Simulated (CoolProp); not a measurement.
Carbon monoxide at several states: density (kg/m³) from the reference equation and from simpler models built on Tc = 132.9 K, pc = 34.98 bar, ω = 0.050; each cubic takes its own stable root.

Model: reference Helmholtz-energy equation of state, Lemmon 2006, in CoolProp. It is a short technical equation, of lower accuracy than the large ones.

```csv
T (K),p (bar),phase,reference,ideal gas,van der Waals,Redlich-Kwong,Soave-Redlich-Kwong,Peng-Robinson
130.8,1.43,gas,3.737,3.683,3.731,3.738,3.738,3.744
146.2,18.2,gas,48.88,41.94,48.56,49.06,48.96,49.94
318.3,8.9,gas,9.433,9.420,9.470,9.447,9.417,9.448
173,56,supercritical,143.7,109.0,152.0,144.8,141.7,148.3
```
